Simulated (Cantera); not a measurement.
# Equilibrium for silicon oxide and oxynitride deposition: TEOS + N₂O + H₂

Input: 1 mol TEOS, 0.21 mol N₂O, 0.82 mol H₂, equilibrated at 0.00440 bar.

These are equilibrium values from Cantera (NASA tables, ideal gas, pure condensed phases), not measurements of a reactor. Candidate condensed phases: C, C₆H₆, C₇H₈, C₈H₁₈, H₂O, Si, SiC, SiO₂, Si₂N₂O, Si₃N₄; 151 gas species. The feed counts by its element totals alone. Mutual solubility and eutectic melting of coexisting phases are not modelled. The tables hold silica as quartz up to 1696 K and as liquid above; real silica turns to tridymite and cristobalite and melts near 1996 K. Rates play no part.

| T (K) | x H₂ | x CO | x N₂ | x H | x SiO | x HCN | n C(graphite) | n SiO₂(β-quartz) | n Si₂N₂O(s) | n SiC(s) |
|---|---|---|---|---|---|---|---|---|---|---|
| 1048 | 0.817 | 0.167 | 0.0159 | 1.05e-7 | 1.75e-11 | 1.23e-6 | 5.79 | 1.00 | 0 | 0 |
| 1148 | 0.817 | 0.167 | 0.0159 | 9.76e-7 | 1.66e-8 | 4.64e-6 | 5.79 | 1.00 | 0 | 0 |
| 1248 | 0.804 | 0.189 | 0.00732 | 6.31e-6 | 4.56e-6 | 9.53e-6 | 5.46 | 0.777 | 0.111 | 0 |
| 1348 | 0.728 | 0.270 | 0.00125 | 2.98e-5 | 0.000260 | 9.64e-6 | 3.37 | 0 | 0.191 | 0.613 |
| 1448 | 0.710 | 0.276 | 0.0137 | 0.000117 | 0.000431 | 7.14e-5 | 2.80 | 0 | 0 | 0.993 |
| 1548 | 0.710 | 0.276 | 0.0137 | 0.000391 | 0.000656 | 0.000145 | 2.81 | 0 | 0 | 0.990 |
| 1648 | 0.709 | 0.275 | 0.0136 | 0.00113 | 0.000947 | 0.000268 | 2.81 | 0 | 0 | 0.986 |
| 1748 | 0.707 | 0.275 | 0.0135 | 0.00290 | 0.00131 | 0.000462 | 2.82 | 0 | 0 | 0.980 |
| 1848 | 0.704 | 0.274 | 0.0133 | 0.00670 | 0.00174 | 0.000747 | 2.83 | 0 | 0 | 0.973 |
| 1948 | 0.697 | 0.272 | 0.0131 | 0.0142 | 0.00224 | 0.00114 | 2.83 | 0 | 0 | 0.962 |
x: gas mole fraction; n: condensed amount in mol.

From 1048 K to 1148 K the condensed part is C(graphite) + SiO₂(β-quartz). At 1248 K the condensed part is C(graphite) + SiO₂(β-quartz) + Si₂N₂O(s). At 1348 K the condensed part is C(graphite) + SiC(s) + Si₂N₂O(s). From 1448 K to 1948 K the condensed part is C(graphite) + SiC(s).
